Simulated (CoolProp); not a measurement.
n-perfluorohexane along the isobar 3.91 MPa: fugacity coefficient from the reference equation and from simpler models built on Tc = 174.9 °C, pc = 1.742 MPa, ω = 0.497; each cubic takes its own stable root.

Values from CoolProp's reference Helmholtz-energy equation of state, Gao 2022.

| T (°C) | phase | reference |
|---|---|---|
| -2.55 | liquid | 0.002656 |
| 17.35 | liquid | 0.007184 |
| 37.35 | liquid | 0.01648 |
| 57.25 | liquid | 0.03289 |
| 77.15 | liquid | 0.05881 |
| 97.15 | liquid | 0.09630 |
| 117.05 | liquid | 0.1459 |
| 136.95 | liquid | 0.2073 |
| 156.95 | liquid | 0.2793 |
| 176.85 | supercritical | 0.3581 |

**Question.** How far does each simpler model (Redlich-Kwong, Peng-Robinson) lie from the reference over these 10 states: mean and median of the absolute difference, and the worst?

**Answer.** 
- Redlich-Kwong: mean 127.7 %, median 75.6 %, worst +433.9 % at -2.55 °C and 3.91 MPa
- Peng-Robinson: mean 1.9 %, median 1.5 %, worst +5.8 % at -2.55 °C and 3.91 MPa
